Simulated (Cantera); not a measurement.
## Tantalum, niobium, vanadium and zirconium in process gases: V + N2O + N2 + H2O

Charge: 1 mol V, 2.9 mol N2O, 2.6 mol N2, 0.029 mol H2O, at 1275 K and 2.55 Torr.

Method: chemical equilibrium by Gibbs-energy minimisation in Cantera with the NASA 1993 tables (ideal gas, pure condensed phases). Candidate condensed phases: H2O, V, VN, VO, V2O3, V2O4, V2O5; 28 gas species. Condensed phases not in the tables: the oxides between V2O3 and V2O5 other than VO2. Kinetics and transport are ignored.

```
Quantity                               Result
----------------------------------  ---------
x(N2)                                   0.920
x(O2)                                  0.0752
x(H2O)                                0.00485
x(NO)                                0.000217
x(OH)                                 5.51e-6
n(V2O4(s))                          0.500 mol
gas amount                          5.979 mol
log10 activity of V2O5(l) (absent)      -0.66
log10 activity of V(s) (absent)        -17.06
```
